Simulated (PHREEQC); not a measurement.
Dissolve 0.0021 mol/kgw HF, 0.00065 mol/kgw NH4F, 2.2e-05 mol/kgw H4SiO4 and 0.0095 mol/kgw HCl at 20 °C. Closed to the air; pH follows from the charge balance.

The numbers come from PHREEQC with the ion-association model, phreeqc.dat.

This is a speciation only: nothing precipitates in the calculation.

Task: Estimate the pH, specific conductance, ionic strength.

Result: pH 2.08; specific conductance 3290 µS/cm; ionic strength 0.00978 mol/kgw.

Task: In which forms is Si present?

Result: SiF6-2 62 %, H4SiO4 38 % of the Si.

Complexes and solids missing from the database can't appear. SiF6-2 is the database's only silicon fluoride.
